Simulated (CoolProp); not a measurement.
Vapour-liquid equilibrium of R143a (1) + fluoroethane (R161) (2) at 247.5 K; x and y are mole fractions of (1).

Model: multi-fluid Helmholtz-energy mixture model, Lemmon and Jacobsen 2000 and Wu 2012; pair parameters Bell 2016, in CoolProp.

Give the bubble pressure and the first vapour's composition at x = 0.05, 0.275, 0.8. Is there an azeotrope?

x = 0.05: 1.750 bar, y = 0.076; x = 0.275: 1.961 bar, y = 0.362; x = 0.8: 2.394 bar, y = 0.848. No azeotrope shows between x = 0.05 and 0.95.

The pair parameters rest on a limited set of measurements; away from them the model extrapolates.
